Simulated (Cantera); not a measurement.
Feed: 1 mol PbO, 8.1 mol H2, 73 mol N2, at 1248.15 K.

These are equilibrium values from Cantera (NASA tables, ideal gas, pure condensed phases), not measurements of a reactor. Candidate condensed phases: H2O, Pb, PbO, PbO2, Pb3O4; 27 gas species. Kinetics and transport are ignored.

Which condensed phases are stable at each of these points (P (Pa)): 10, 36, 130, 460, 1700, 6000, 22000, 77000, 280000, 1000000?


| P (Pa) | condensed phases | Pb condensed (%) |
|---|---|---|
| 10 | gas only | 0.0 |
| 36 | gas only | 0.0 |
| 130 | gas only | 0.0 |
| 460 | gas only | 0.0 |
| 1700 | gas only | 0.0 |
| 6000 | gas only | 0.0 |
| 22000 | Pb(l) | 51.7 |
| 77000 | Pb(l) | 86.3 |
| 280000 | Pb(l) | 96.2 |
| 1000000 | Pb(l) | 98.9 |

From 0.0750 Torr to 45.0 Torr nothing is condensed. From 165 Torr to 7500 Torr the condensed part is Pb(l).
